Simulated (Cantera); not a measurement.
Feed: 1 mol Si, 0.65 mol HCl, 6.9 mol H2, at 1198 K and 1 atm.

These are equilibrium values from Cantera (NASA tables, ideal gas, pure condensed phases), not measurements of a reactor. Candidate condensed phases: Si; 19 gas species. The tables' values for SiCl3 are old estimates; treat these amounts as uncertain. The numbers say what is thermodynamically allowed, not how fast it happens.

### Question
What is the equilibrium state?

### Answer
- x(H2): 0.956
- x(HCl): 0.0250
- x(SiHCl3): 0.00782
- x(SiCl4): 0.00761
- x(SiCl2): 0.00154
- x(SiCl3): 0.00115
- x(SiH2Cl2): 0.00105
- x(SiH3Cl): 3.87e-5
- n(Si(s)): 0.857 mol
- gas amount: 7.423 mol
